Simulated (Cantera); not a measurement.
Feed: 1 mol (CH3)2SiCl2, 1.3 mol C2H4, 5.3 mol H2, held at 1775 K and 0.00460 bar.

Equilibrium computed with Cantera from the NASA thermochemical tables; the gas is ideal and each condensed phase is pure. The feed counts by its element totals alone. The tables' values for SiCl3, SiCl are old estimates; treat these amounts as uncertain. Kinetics and transport are ignored.

```json
[
 {"species": "H2", "before": "0.831", "after": "0.487"},
 {"species": "H", "before": "0.00389", "after": "0.318"},
 {"species": "HCl", "before": "0.163", "after": "0.0855"},
 {"species": "SiC2", "before": "1.29e-7", "after": "0.0136"},
 {"species": "Si", "before": "1.02e-5", "after": "0.0458"},
 {"species": "Cl", "before": "0.000585", "after": "0.0393"},
 {"species": "C3", "before": "<1e-9", "after": "0.000225"},
 {"species": "C2H", "before": "4.36e-9", "after": "0.000333"},
 {"species": "C", "before": "<1e-9", "after": "6.91e-5"},
 {"species": "Si2", "before": "1.23e-9", "after": "4.08e-5"},
 {"species": "SiC", "before": "<1e-9", "after": "2.66e-5"},
 {"species": "C2", "before": "<1e-9", "after": "2.09e-5"},
 {"species": "C(graphite), mol", "before": "3.62", "after": "3.93"},
 {"species": "SiC(s), mol", "before": "0.973", "after": "0"}
]
```
Gas species are given as mole fractions.

**Question.** Which change was made?
A. H2 from 5.3 to 660 mol
B. C2H4 from 1.3 to 0.029 mol
C. (CH3)2SiCl2 replaced by SiHCl3
D. temperature from 1775 K to 2548 K

**Answer.** D, temperature from 1775 K to 2548 K. The tables' values for SiCl are old estimates; treat these amounts as uncertain. Gases not in the tables: Si2H6 and higher silanes
